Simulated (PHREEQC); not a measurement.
A made-up water analysis in mg/L, 14 °C, pH 3.73, pe 11.4: Na 250; K 2.5; Ca 452; Mg 63.4; Cl 210; S(6) as SO4 1570; Al 0.133; F 0.197.

Valence states are taken as typed.

Equilibrium calculation in PHREEQC: ion-association model, phreeqc.dat.

Precipitation was switched off in this run.

Question: Predict the ionic strength.

Answer: ionic strength 0.0518 mol/kgw.

Question: In which forms is S present?

Answer: SO4-2 72 %, CaSO4 20 %, MgSO4 5.0 %, NaSO4- 1.7 %, HSO4- 0.6 % of the S.

Species that the database lacks are ignored. Away from 25 °C the constants follow the database's enthalpies or fits; those with neither stay at their 25 °C values. Fluoro complexes past AlF4- and FeF3 are missing from the database.
